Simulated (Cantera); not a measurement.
Equilibrium for oxide etching and cleaning by halides: B₂O₃ + NF₃ + N₂

A closed system holds: 1 mol B₂O₃, 0.52 mol NF₃, 0.6 mol N₂, equilibrated at 848 K and 4.90 Pa.

Cantera equilibrium calculation (NASA polynomials, part measured and part estimated; ideal gas, pure solids and liquids). Candidate condensed phases: B, BN, B₂O₃; 31 gas species. Equilibrium is a limit: real reactors are often held back by kinetics, nucleation or transport.

```yaml
x(N₂): 0.486
x(BF₃): 0.272
x(O₂): 0.220
x(B₃O₃F₃): 0.0215
x(BOF): 0.000398
x(NO): 3.51e-6
n(B₂O₃(l)): 0.702 mol
gas_amount: 1.770 mol
log10 activity of B(s) (absent): -28.68
```
